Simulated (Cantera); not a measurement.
**Moist CO burnout**

An isothermal, constant-pressure homogeneous reactor starts with CO : O2 : H2O : N2 = 0.016 : 0.031 : 0.082 : 1 (molar parts), at 1423 K and 0.464 atm.

Computed with Cantera and GRI-Mech 3.0 (53 species, 325 reactions).

| t (s) | x CO | x O2 | x H2O | x H2 | x HO2 |
|---|---|---|---|---|---|
| 6.00e-6 | 0.0142 | 0.0275 | 0.0726 | <1e-12 | 2.66e-10 |
| 1.65e-5 | 0.0142 | 0.0275 | 0.0726 | 1.79e-11 | 7.20e-10 |
| 4.52e-5 | 0.0142 | 0.0275 | 0.0726 | 3.79e-10 | 1.92e-9 |
| 0.000124 | 0.0142 | 0.0275 | 0.0726 | 7.56e-9 | 5.34e-9 |
| 0.000340 | 0.0142 | 0.0275 | 0.0726 | 2.52e-7 | 3.27e-8 |
| 0.000933 | 0.0134 | 0.0270 | 0.0722 | 0.000186 | 2.95e-6 |
| 0.00256 | 0.00152 | 0.0214 | 0.0708 | 0.00120 | 3.56e-6 |
| 0.00703 | 0.000150 | 0.0205 | 0.0727 | 0.000160 | 1.28e-6 |
| 0.0193 | 1.89e-5 | 0.0205 | 0.0730 | 2.17e-5 | 2.45e-7 |
| 0.0529 | 2.81e-6 | 0.0205 | 0.0731 | 4.15e-6 | 5.22e-8 |
| 0.145 | 6.14e-7 | 0.0205 | 0.0731 | 1.16e-6 | 1.90e-8 |
| 0.398 | 2.51e-7 | 0.0205 | 0.0731 | 5.50e-7 | 1.39e-8 |
| 1.09 | 2.12e-7 | 0.0205 | 0.0731 | 4.80e-7 | 1.35e-8 |
| 3.00 | 2.12e-7 | 0.0205 | 0.0731 | 4.79e-7 | 1.35e-8 |
x: mole fraction; the columns are a selection and need not sum to one.

Equilibrium at this temperature and pressure: CO 2.13e-7, O2 0.0204, H2O 0.0731, H2 4.81e-7, HO2 1.34e-8 (gas phase only).
